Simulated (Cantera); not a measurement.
A perfectly stirred reactor is fed with H2 : O2 = 0.02 : 1 (molar parts), at 1.65 Torr; it is held at 1425 K, and followed from long to short residence time.

Computed with Cantera and GRI-Mech 3.0 (53 species, 325 reactions). Radical loss at walls, strong at low pressure, is not modelled.

### Question
What does this change do: H2 0.02 to 0.049 parts?

### Answer
```json
[
 {"quantity": "x(H2) at τ = 2.30 s", "before": "0.000135", "after": "0.000522"},
 {"quantity": "x(O2) at τ = 2.30 s", "before": "0.965", "after": "0.927"},
 {"quantity": "x(HO2) at τ = 2.30 s", "before": "1.10e-7", "after": "2.38e-7"},
 {"quantity": "x(H2O2) at τ = 2.30 s", "before": "2.94e-9", "after": "6.95e-9"},
 {"quantity": "x(O) at τ = 2.30 s", "before": "0.0133", "after": "0.0226"},
 {"quantity": "x(H2) at τ = 98.0 ms", "before": "0.000484", "after": "0.00113"},
 {"quantity": "x(O2) at τ = 98.0 ms", "before": "0.963", "after": "0.914"},
 {"quantity": "x(HO2) at τ = 98.0 ms", "before": "1.29e-7", "after": "2.78e-7"},
 {"quantity": "x(H2O2) at τ = 98.0 ms", "before": "3.56e-9", "after": "8.05e-9"},
 {"quantity": "x(O) at τ = 98.0 ms", "before": "0.0158", "after": "0.0337"}
]
```
The temperature is held fixed by assumption; the heat of reaction is taken as removed at once.
